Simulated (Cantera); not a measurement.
# Equilibrium for aluminium nitride and oxide growth: Al(CH₃)₃ + O₂ + N₂ + N₂O

Charge: 1 mol Al(CH₃)₃, 1.7 mol O₂, 2.6 mol N₂, 25 mol N₂O, at 0.00133 bar.

These are equilibrium values from Cantera (NASA tables, ideal gas, pure condensed phases), not measurements of a reactor. Candidate condensed phases: Al, AlN, Al₂O₃, C, C₆H₆, C₇H₈, C₈H₁₈, H₂O; 148 gas species. The feed counts by its element totals alone. Kinetics and transport are ignored.

```
T (°C)  log p N₂  log p O₂  log p H₂O  log p CO₂  log p O  log p OH  log p CO  n Al₂O₃(s)
------  --------  --------  ---------  ---------  -------  --------  --------  ----------
375        -3.07     -3.60      -3.86      -4.03     <-14    -13.70      <-14       0.500
525        -3.07     -3.60      -3.86      -4.03     <-14    -11.25      <-14       0.500
675        -3.07     -3.60      -3.86      -4.03   -12.33     -9.56    -13.26       0.500
825        -3.07     -3.60      -3.86      -4.03   -10.42     -8.34    -11.13       0.500
975        -3.07     -3.60      -3.86      -4.03    -8.98     -7.41     -9.52       0.500
1125       -3.07     -3.60      -3.86      -4.03    -7.84     -6.68     -8.26       0.500
1275       -3.07     -3.60      -3.86      -4.03    -6.92     -6.09     -7.24       0.500
1425       -3.07     -3.60      -3.86      -4.04    -6.16     -5.61     -6.41       0.500
1575       -3.07     -3.61      -3.87      -4.05    -5.53     -5.21     -5.72       0.500
1725       -3.08     -3.62      -3.90      -4.07    -4.99     -4.88     -5.15       0.500
1875       -3.09     -3.63      -3.95      -4.15    -4.53     -4.61     -4.72       0.500
```
log p: log10 of the partial pressure in bar; n: condensed amount in mol.

From 375 °C to 1875 °C the condensed part is Al₂O₃(s).
